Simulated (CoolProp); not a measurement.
Vapour pressure (bar) of propane: the reference equation beside estimates from Tc = 96.7 °C, pc = 42.51 bar, ω = 0.152.

The numbers come from the reference Helmholtz-energy equation of state, Lemmon 2009 in CoolProp.

```csv
T (°C),reference,Lee-Kesler,Redlich-Kwong,Soave-Redlich-Kwong,Peng-Robinson
-65.45,0.3172,0.3085,0.4188,0.3107,0.3223
-59.65,0.4349,0.4247,0.5726,0.4271,0.4401
-53.85,0.5851,0.5737,0.7671,0.5761,0.5902
-47.95,0.7774,0.7652,1.013,0.7674,0.7819
-42.15,1.012,0.9993,1.309,1.001,1.015
-36.35,1.298,1.286,1.667,1.287,1.300
-30.55,1.642,1.632,2.092,1.632,1.643
-24.75,2.053,2.046,2.593,2.046,2.052
-18.95,2.539,2.536,3.176,2.534,2.535
-13.05,3.117,3.119,3.862,3.118,3.111
-7.25,3.778,3.785,4.634,3.786,3.769
-1.45,4.538,4.551,5.511,4.555,4.527
```

Absolute difference from the reference over all 12 rows, mean and median: Lee-Kesler 1.0 and 0.8 %, Redlich-Kwong 27.5 and 27.9 %, Soave-Redlich-Kwong 0.9 and 0.7 %, Peng-Robinson 0.5 and 0.2 %.
